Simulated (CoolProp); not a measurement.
Properties of 1-butene along the isobar 4.86 MPa.

Model: reference Helmholtz-energy equation of state, Lemmon 2005, in CoolProp. It is a short technical equation, of lower accuracy than the large ones.

```
T (°C)           phase  density (kg/m³)  expansivity (1/kK)
-------  -------------  ---------------  ------------------
-100.65         liquid            729.7               1.405
-71.15          liquid            699.6               1.462
-41.65          liquid            669.2               1.554
-12.15          liquid            638.0               1.694
17.35           liquid            605.2               1.902
46.95           liquid            569.5               2.227
76.45           liquid            529.4               2.776
105.95          liquid            480.9               3.896
135.45          liquid            411.4               7.694
164.95   supercritical            172.9               33.89
194.45   supercritical            109.8               8.655
```
